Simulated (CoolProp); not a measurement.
Saturation properties of C2F6 (R116) (Tc = 19.9 °C, pc = 3048 kPa, ω = 0.257).

Model: reference Helmholtz-energy equation of state, Lemmon 2006, in CoolProp. It is a short technical equation, of lower accuracy than the large ones.

```json
[
 {"T (°C)": "-80.05", "p (kPa)": "91.09", "liquid density (kg/m³)": "1614", "enthalpy of vaporisation (kJ/kg)": "117.8", "liquid conductivity (mW/(m K))": "76.9"},
 {"T (°C)": "-75.25", "p (kPa)": "117.7", "liquid density (kg/m³)": "1592", "enthalpy of vaporisation (kJ/kg)": "115.7", "liquid conductivity (mW/(m K))": "?"},
 {"T (°C)": "-70.55", "p (kPa)": "149.4", "liquid density (kg/m³)": "1571", "enthalpy of vaporisation (kJ/kg)": "113.6", "liquid conductivity (mW/(m K))": "73.1"},
 {"T (°C)": "-65.85", "p (kPa)": "187.2", "liquid density (kg/m³)": "1549", "enthalpy of vaporisation (kJ/kg)": "111.4", "liquid conductivity (mW/(m K))": "71.2"},
 {"T (°C)": "-61.15", "p (kPa)": "231.9", "liquid density (kg/m³)": "1527", "enthalpy of vaporisation (kJ/kg)": "?", "liquid conductivity (mW/(m K))": "69.4"},
 {"T (°C)": "-56.35", "p (kPa)": "285.5", "liquid density (kg/m³)": "1504", "enthalpy of vaporisation (kJ/kg)": "106.8", "liquid conductivity (mW/(m K))": "67.5"},
 {"T (°C)": "-51.65", "p (kPa)": "346.6", "liquid density (kg/m³)": "1480", "enthalpy of vaporisation (kJ/kg)": "104.3", "liquid conductivity (mW/(m K))": "65.6"},
 {"T (°C)": "-46.95", "p (kPa)": "417.1", "liquid density (kg/m³)": "1456", "enthalpy of vaporisation (kJ/kg)": "101.7", "liquid conductivity (mW/(m K))": "63.8"},
 {"T (°C)": "-42.25", "p (kPa)": "497.8", "liquid density (kg/m³)": "1431", "enthalpy of vaporisation (kJ/kg)": "98.93", "liquid conductivity (mW/(m K))": "61.9"},
 {"T (°C)": "-37.45", "p (kPa)": "591.7", "liquid density (kg/m³)": "?", "enthalpy of vaporisation (kJ/kg)": "95.97", "liquid conductivity (mW/(m K))": "60.0"},
 {"T (°C)": "-32.75", "p (kPa)": "695.9", "liquid density (kg/m³)": "1377", "enthalpy of vaporisation (kJ/kg)": "92.90", "liquid conductivity (mW/(m K))": "58.1"},
 {"T (°C)": "-28.05", "p (kPa)": "813.1", "liquid density (kg/m³)": "?", "enthalpy of vaporisation (kJ/kg)": "89.64", "liquid conductivity (mW/(m K))": "56.3"},
 {"T (°C)": "-23.35", "p (kPa)": "944.3", "liquid density (kg/m³)": "1318", "enthalpy of vaporisation (kJ/kg)": "86.14", "liquid conductivity (mW/(m K))": "54.3"},
 {"T (°C)": "-18.55", "p (kPa)": "1094", "liquid density (kg/m³)": "1286", "enthalpy of vaporisation (kJ/kg)": "82.29", "liquid conductivity (mW/(m K))": "52.4"},
 {"T (°C)": "-13.85", "p (kPa)": "1257", "liquid density (kg/m³)": "1252", "enthalpy of vaporisation (kJ/kg)": "?", "liquid conductivity (mW/(m K))": "50.4"}
]
```

Task: Complete the blanks.

Result: 
- -75.25, liquid conductivity (mW/(m K)): 75.0
- -61.15, enthalpy of vaporisation (kJ/kg): 109.2
- -37.45, liquid density (kg/m³): 1404
- -28.05, liquid density (kg/m³): 1348
- -13.85, enthalpy of vaporisation (kJ/kg): 78.20

It boils at -78.1 °C under 1 atm.

Thermal conductivity comes from a separate model (Huber 2003), an estimate that may be off by 10 % or more.
